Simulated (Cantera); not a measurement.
Charge: 1 mol TiO₂, a varied amount of CO, 13 mol H₂, held at 3.90 bar.

Points: T (K) = 1025, 1125, 1225, 1325, 1425, 1525, 1625, 1725, 1825, 1925, 2025, 2125; n(CO) (mol) = 1.6, 3, 4.5, 5.9, 7.3, 8.8, 10, 12.

Cantera's Mixture.equilibrate('TP', solver="vcs", rtol=1e-11, max_steps=5000) on the NASA tables stopped like this:

```
ERROR: FAILURE its = 5001!

*******************************************************************************
CanteraError thrown by MultiPhase::equilibrate:
VCS solver failed. Return code: -1
*******************************************************************************
```

### Question
What got this run through?

### Answer
Several could match; the one computed here: The failure is numerical, not chemical. The same input converged with solver="gibbs", rtol=1e-10, max_steps=50000, and the result passed a check of the equilibrium conditions:
```
   1025        1.6  TiO2(ru)
   1025          3  TiO2(ru)
   1025        4.5  C(gr) + TiO2(ru)
   1025        5.9  C(gr) + TiO2(ru)
   1025        7.3  C(gr) + TiO2(ru)
   1025        8.8  C(gr) + TiO2(ru)
   1025         10  C(gr) + TiO2(ru)
   1025         12  C(gr) + TiO2(ru)
   1125        1.6  TiO2(ru)
   1125          3  TiO2(ru)
   1125        4.5  TiO2(ru)
   1125        5.9  C(gr) + TiO2(ru)
   1125        7.3  C(gr) + TiO2(ru)
   1125        8.8  C(gr) + TiO2(ru)
   1125         10  C(gr) + TiO2(ru)
   1125         12  C(gr) + TiO2(ru)
   1225        1.6  TiO2(ru)
   1225          3  TiO2(ru)
   1225        4.5  TiO2(ru)
   1225        5.9  TiO2(ru)
   1225        7.3  C(gr) + TiO2(ru)
   1225        8.8  C(gr) + TiO2(ru)
   1225         10  C(gr) + TiO2(ru)
   1225         12  C(gr) + TiO2(ru)
   1325        1.6  TiO2(ru)
   1325          3  TiO2(ru)
   1325        4.5  TiO2(ru)
   1325        5.9  TiO2(ru)
   1325        7.3  TiO2(ru)
   1325        8.8  C(gr) + TiO2(ru)
   1325         10  C(gr) + TiO2(ru)
   1325         12  C(gr) + TiO2(ru)
   1425        1.6  TiO2(ru) + Ti4O7(s)
   1425          3  TiO2(ru) + Ti4O7(s)
   1425        4.5  TiO2(ru) + Ti4O7(s)
   1425        5.9  TiO2(ru) + Ti4O7(s)
   1425        7.3  TiO2(ru) + Ti4O7(s)
   1425        8.8  TiO2(ru) + Ti4O7(s)
   1425         10  TiO2(ru) + Ti4O7(s)
   1425         12  TiO2(ru) + Ti4O7(s)
   1525        1.6  Ti4O7(s)
   1525          3  Ti4O7(s)
   1525        4.5  Ti4O7(s)
   1525        5.9  Ti4O7(s)
   1525        7.3  Ti4O7(s)
   1525        8.8  Ti4O7(s)
   1525         10  Ti4O7(s)
   1525         12  Ti4O7(s)
   1625        1.6  Ti4O7(s)
   1625          3  Ti4O7(s)
   1625        4.5  Ti4O7(s)
   1625        5.9  Ti4O7(s)
   1625        7.3  Ti4O7(s)
   1625        8.8  Ti4O7(s)
   1625         10  Ti4O7(s)
   1625         12  Ti4O7(s)
   1725        1.6  Ti3O5(b) + Ti4O7(s)
   1725          3  Ti3O5(b) + Ti4O7(s)
   1725        4.5  Ti3O5(b)
   1725        5.9  Ti3O5(b)
   1725        7.3  Ti3O5(b)
   1725        8.8  Ti3O5(b)
   1725         10  Ti3O5(b)
   1725         12  Ti3O5(b)
   1825        1.6  Ti3O5(b)
   1825          3  Ti3O5(b)
   1825        4.5  Ti3O5(b)
   1825        5.9  Ti3O5(b)
   1825        7.3  Ti3O5(b)
   1825        8.8  Ti3O5(b)
   1825         10  Ti3O5(b)
   1825         12  Ti3O5(b)
   1925        1.6  Ti3O5(b)
   1925          3  Ti3O5(b)
   1925        4.5  Ti3O5(b)
   1925        5.9  Ti3O5(b)
   1925        7.3  Ti3O5(b)
   1925        8.8  Ti3O5(b)
   1925         10  Ti3O5(b)
   1925         12  Ti3O5(b)
   2025        1.6  Ti3O5(b)
   2025          3  Ti3O5(b)
   2025        4.5  Ti3O5(b)
   2025        5.9  Ti3O5(b)
   2025        7.3  Ti3O5(b)
   2025        8.8  Ti3O5(b)
   2025         10  Ti3O5(b)
   2025         12  Ti3O5(b)
   2125        1.6  Ti3O5(L)
   2125          3  Ti3O5(L)
   2125        4.5  Ti3O5(L)
   2125        5.9  Ti3O5(L)
   2125        7.3  Ti3O5(L)
   2125        8.8  Ti3O5(L)
   2125         10  Ti3O5(L)
   2125         12  Ti3O5(L)
```

The gas is ideal and each condensed phase is pure. Mutual solubility and eutectic melting of coexisting phases are not modelled. Condensed phases not in the tables: Magnéli phases beyond Ti4O7.
